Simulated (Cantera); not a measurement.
A closed system holds: 1 mol CaCO₃, 2.4 mol H₂O, 1.3 mol O₂, at 1373.15 K and 1330 Pa.

Equilibrium computed with Cantera from the NASA thermochemical tables; the gas is ideal and each condensed phase is pure. Candidate condensed phases: C, C₆H₆, C₇H₈, C₈H₁₈, Ca, CaCO₃, CaO, Ca(OH)₂, H₂O; 115 gas species. Kinetics and transport are ignored.

Base state: H₂O 0.511, O₂ 0.277, CO₂ 0.213, OH 0.000167 (mole fractions); condensed: CaO(s).

**Question.** What changes in the equilibrium state with this change: CaCO₃ replaced by CsOH?

**Answer.** 
```
species        before     after
-----------  --------  --------
H₂O             0.511     0.511
O₂              0.277     0.277
CsOH                0     0.213
CO₂             0.213         0
Cs                  0  0.000124
Cs₂(OH)₂            0   1.20e-5
OH           0.000167  0.000167
CaO(s), mol      1.00         0
```
Further candidate phases: Cs, CsOH.
